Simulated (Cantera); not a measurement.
Input (Python, Cantera) and output of one run.

```python
import numpy as np
import cantera as ct

gas_names = """
    F F2 N NF NF2 NF3 N2 Si SiF SiF2 SiF3 SiF4 SiN Si2 Si2N Si3
""".split()
cond_names = """
    Si(cr) Si(L) Si3N4(a)
""".split()


# ... load() reads the species with a 1 bar reference pressure and builds the phases ...
atoms = {
    'Si': {'Si': 1},
    'NF3': {'N': 1, 'F': 3},
    'N2': {'N': 2},
}
top_T = {'Si3N4(a)': 2400}  # K; cautious upper limits of use, not melting points


# ... equilibrate(T, P, feed) seeds the gas with the atoms and calls Mixture.equilibrate('TP', solver="vcs", rtol=1e-11, max_steps=5000) ...
results = []
feed = {'Si': 1, 'NF3': 1.9, 'N2': 2.3}  # mol
P = 94  # Pa
for T in [548, 648, 748, 848, 948, 1048, 1148]:
    mix = equilibrate(T, P, feed)
    results.append((T, P, feed, dict(zip(mix.species_names, mix.species_moles))))

top = {s: max(r[3][s] / sum(r[3][g] for g in gas_names) for r in results) for s in gas_names}
cols = sorted((s for s in top if top[s] > 1e-05), key=lambda s: -top[s])[:9]
seen = [c for c in cond_names if any(r[3].get(c, 0) > 1e-12 for r in results)]
print("log10 of partial pressures in bar; condensed amounts in mol")
print(f"{'T/K':>10s}" + "".join(f"{s[:9]:>10s}" for s in cols + seen))
for T, P, feed, n in results:
    ng = sum(n[g] for g in gas_names)
    print(f"{T:10.4g}" + "".join(f"{np.log10(max(n[s] / ng * P / 1e5, 1e-99)):10.3f}" for s in cols)
          + "".join(f"{n.get(c, 0):10.4g}" for c in seen))
```

It prints:

```
log10 of partial pressures in bar; condensed amounts in mol
       T/K        N2         F      SiF4        F2       NF3
       548    -3.212    -7.055    -3.686    -5.069    -3.954
       648    -3.219    -5.344    -3.715    -4.031    -4.340
       748    -3.232    -4.395    -3.743    -3.888    -5.547
       848    -3.257    -3.845    -3.769    -4.135    -7.007
       948    -3.281    -3.622    -3.793    -4.757    -8.795
      1048    -3.288    -3.579    -3.800    -5.536   -10.646
      1148    -3.289    -3.573    -3.801    -6.241   -12.261
```

These are equilibrium values from Cantera (NASA tables, ideal gas, pure condensed phases), not measurements of a reactor.
